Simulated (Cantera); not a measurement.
Charge: 1 mol SF6, 0.1 mol H2O, 0.47 mol H2, equilibrated at 2252 °C and 0.133 bar.

These are equilibrium values from Cantera (NASA tables, ideal gas, pure condensed phases), not measurements of a reactor. Candidate condensed phases: H2O, H2SO4, S; 43 gas species. The tables' values for S2F2 (SSF2), SF3, SOF2, FS2F (FSSF) are old estimates; treat these amounts as uncertain. Equilibrium is a limit: real reactors are often held back by kinetics, nucleation or transport.

Base state: F 0.672, HF 0.187, SF2 0.0414, SF 0.0393, S2 0.0231, S 0.0202, SO 0.0122, SO2 0.00182 (mole fractions); condensed: gas only.

Q: What changes in the equilibrium state with this change: H2O from 0.1 to 0.19 mol?

A: 
```json
[
 {"species": "F", "before": "0.672", "after": "0.646"},
 {"species": "HF", "before": "0.187", "after": "0.214"},
 {"species": "SF2", "before": "0.0414", "after": "0.0365"},
 {"species": "SO", "before": "0.0122", "after": "0.0198"},
 {"species": "S2", "before": "0.0231", "after": "0.0211"},
 {"species": "SF", "before": "0.0393", "after": "0.0361"},
 {"species": "S", "before": "0.0202", "after": "0.0194"},
 {"species": "O2", "before": "6.94e-6", "after": "2.00e-5"},
 {"species": "SO2", "before": "0.00182", "after": "0.00502"},
 {"species": "O", "before": "0.000118", "after": "0.000201"}
]
```
The tables' values for S2F2 (SSF2), SOF2, SF3, FS2F (FSSF) are old estimates; treat these amounts as uncertain.

Q: What changes in the equilibrium state with this change: H2O from 0.1 to 0.4 mol?

A: 
```json
[
 {"species": "F", "before": "0.672", "after": "0.585"},
 {"species": "HF", "before": "0.187", "after": "0.275"},
 {"species": "SO", "before": "0.0122", "after": "0.0321"},
 {"species": "SO2", "before": "0.00182", "after": "0.0147"},
 {"species": "SF2", "before": "0.0414", "after": "0.0270"},
 {"species": "S2", "before": "0.0231", "after": "0.0171"},
 {"species": "SF", "before": "0.0393", "after": "0.0295"},
 {"species": "S", "before": "0.0202", "after": "0.0174"},
 {"species": "O2", "before": "6.94e-6", "after": "6.52e-5"},
 {"species": "O", "before": "0.000118", "after": "0.000362"},
 {"species": "S2O", "before": "6.59e-5", "after": "0.000150"},
 {"species": "SF4", "before": "1.13e-5", "after": "5.60e-6"},
 {"species": "SOF2", "before": "0.000455", "after": "0.000910"}
]
```
The tables' values for SOF2, S2F2 (SSF2), SF3, FS2F (FSSF) are old estimates; treat these amounts as uncertain.

Q: What changes in the equilibrium state with this change: 0.02 mol O2 added?

A: 
| species | before | after |
|---|---|---|
| F | 0.672 | 0.672 |
| HF | 0.187 | 0.187 |
| SF2 | 0.0414 | 0.0401 |
| SO | 0.0122 | 0.0158 |
| S2 | 0.0231 | 0.0217 |
| SO2 | 0.00182 | 0.00315 |
| S | 0.0202 | 0.0196 |
| SF | 0.0393 | 0.0381 |
| O2 | 6.94e-6 | 1.24e-5 |
| O | 0.000118 | 0.000158 |
The tables' values for S2F2 (SSF2), SOF2, SF3, FS2F (FSSF) are old estimates; treat these amounts as uncertain.
